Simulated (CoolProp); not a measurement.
Properties of oxygen along the isobar 101 kPa.

Computed with CoolProp (reference Helmholtz-energy equation of state, Schmidt 1985). Above 300 K oxygen's equation is extrapolated.

```
T (°C)   phase  density (kg/m³)  cv (kJ/(kg K))  viscosity (µPa s)  fugacity coefficient
-------  -----  ---------------  --------------  -----------------  --------------------
-174.25    gas            4.029          0.6528               7.63                0.9762
-157.25    gas            3.407          0.6544               8.92                0.9847
-140.15    gas            2.953          0.6535               10.2                0.9897
-123.05    gas            2.609          0.6524               11.4                0.9927
-106.05    gas            2.339          0.6517               12.6                0.9947
-88.95     gas            2.119          0.6513               13.7                0.9961
-71.85     gas            1.937          0.6513               14.8                0.9971
-54.85     gas            1.785          0.6516               15.9                0.9977
-37.75     gas            1.654          0.6522               16.9                0.9983
-20.65     gas            1.542          0.6533               17.9                0.9987
-3.65      gas            1.444          0.6548               18.9                0.9990
13.45      gas            1.357          0.6568               19.9                0.9992
30.55      gas            1.281          0.6593               20.9                0.9994
```

Viscosity comes from a separate model (Lemmon 2004).
